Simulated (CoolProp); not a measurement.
Computed with CoolProp (reference Helmholtz-energy equation of state, Younglove 1994). It is a modified Benedict-Webb-Rubin equation, recast in Helmholtz form.

Problem. Give the vapour pressure (MPa), enthalpy of vaporisation (kJ/kg), surface tension (mN/m), liquid viscosity (µPa s) of saturated R123 at 307.9, 317.5 K.

Solution. 
```csv
T (K),p (MPa),enthalpy of vaporisation (kJ/kg),surface tension (mN/m),liquid viscosity (µPa s)
307.9,0.129,167,14.0,374
317.5,0.178,163,12.9,336
```

Viscosity comes from a separate model (Tanaka 1996). Surface tension comes from a separate correlation (Mulero 2012).
